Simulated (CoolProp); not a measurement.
2000 sccm (0 °C, 1 atm) of nitrogen bubbles through liquid octamethyltrisiloxane (MDM) at 368.6 K and leaves saturated at a total pressure of 0.126 MPa (ideal gas phase). Each further row changes one setting.

Values from CoolProp's reference Helmholtz-energy equation of state, Thol 2017.

```csv
case,vapour pressure (kPa),mole fraction of vapour,delivery (mg/min),delivery (sccm),change of delivery for a bath 1 K warmer (%)
as stated,16.8,[?],[?],[?],4.5
bath temperature 373.6 K,[?],0.161,[?],[?],[?]
total pressure 0.252 MPa,16.8,0.0668,1510,143,4.1
```

Q: Some entries are withheld; supply them.

A: 
- as stated, mole fraction of vapour: 0.134
- as stated, delivery (mg/min): 3260
- as stated, delivery (sccm): 309
- bath temperature 373.6 K, vapour pressure (kPa): 20.3
- bath temperature 373.6 K, delivery (mg/min): 4050
- bath temperature 373.6 K, delivery (sccm): 384
- bath temperature 373.6 K, change of delivery for a bath 1 K warmer (%): 4.4
